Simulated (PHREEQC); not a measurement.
Make-up at 25 °C: 0.0077 mol ZnCl2, 0.0012 mol Na2SO4 and 0.042 mol H2SO4 per kg of water. Closed to the air; pH follows from the charge balance.

Equilibrium calculation in PHREEQC: ion-association model, phreeqc.dat.

Precipitation was switched off in this run.

Question: Order these Zn species by the share of Zn that they hold, largest first: Zn(SO4)2-2, ZnCl+, Zn+2, ZnSO4.

Answer: Zn+2 (67 %), ZnSO4 (29 %), Zn(SO4)2-2 (3.1 %), ZnCl+ (1.1 %)

Question: Order these S species by the share of S that they hold, largest first: HSO4-, NaSO4-, Zn(SO4)2-2, ZnSO4, SO4-2.

Answer: HSO4- (65 %), SO4-2 (29 %), ZnSO4 (5.2 %), Zn(SO4)2-2 (1.1 %), NaSO4- (0.13 %)

The pH is 1.33 and the ionic strength 0.0865 mol/kgw.
